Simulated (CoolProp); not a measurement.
Vapour-liquid equilibrium of propane (1) + dimethyl ether (2) at 48.05 °C; x and y are mole fractions of (1).

The numbers come from the multi-fluid Helmholtz-energy mixture model, Lemmon 2009 and Wu 2011; pair parameters Bell 2016 in CoolProp.

Task: Give the bubble pressure and the first vapour's composition at x = 0.125, 0.35, 0.5. Is there an azeotrope?

Result: x = 0.125: 1.246 MPa, y = 0.207; x = 0.35: 1.447 MPa, y = 0.451; x = 0.5: 1.539 MPa, y = 0.575. y crosses x between x = 0.875 and 0.95: the model has an azeotrope there.

The pair parameters rest on a limited set of measurements; away from them the model extrapolates.
